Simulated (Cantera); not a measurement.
## Reactions in the system Fe-H-O

Standard-state values (1 bar) from the NASA 1993 polynomials, evaluated with Cantera. Values are per mole of reaction as written; species without (g) are pure solids or liquids, kept so even where they would boil at 1 bar.

3 O₂(g) + 4 Fe + 6 H₂O(g) = 4 Fe(OH)₃

| T (K) | ΔH° (kJ) | ΔS° (J/K) | ΔG° (kJ) | log10 K |
|---|---|---|---|---|
| 300 | -1879.5 | -1439.1 | -1447.8 | 252.08 |
| 423 | -1873.8 | -1423.6 | -1271.6 | 157.02 |
| 473 | -1869.8 | -1414.7 | -1200.6 | 132.59 |
| 523 | -1865.0 | -1405.1 | -1130.2 | 112.87 |
| 573 | -1859.6 | -1395.2 | -1060.1 | 96.64 |
| 623 | -1853.7 | -1385.3 | -990.6 | 83.06 |
| 673 | -1847.3 | -1375.5 | -921.6 | 71.53 |
| 723 | -1840.7 | -1366.0 | -853.1 | 61.63 |
